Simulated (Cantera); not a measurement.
Charge: 1 mol B, 2.4 mol NH3, at 1623 K and 0.0100 bar.

Cantera equilibrium calculation (NASA polynomials, part measured and part estimated; ideal gas, pure solids and liquids). Candidate condensed phases: B, BN; 15 gas species. Equilibrium is a limit: real reactors are often held back by kinetics, nucleation or transport.

Base state: H2 0.837, N2 0.163, H 0.000632 (mole fractions); condensed: BN(s).

Question: What changes in the equilibrium state with this change: NH3 from 2.4 to 0.74 mol?

Answer: 
| species | before | after |
|---|---|---|
| H2 | 0.837 | 0.999 |
| H | 0.000632 | 0.000691 |
| BH2 | 2.23e-7 | 3.20e-5 |
| N2 | 0.163 | 1.13e-5 |
| BN(s), mol | 1.000 | 0.740 |
| B(s), mol | 0 | 0.260 |
Mutual solubility and eutectic melting of coexisting phases are not modelled. The tables' values for BH2 are old estimates; treat these amounts as uncertain.
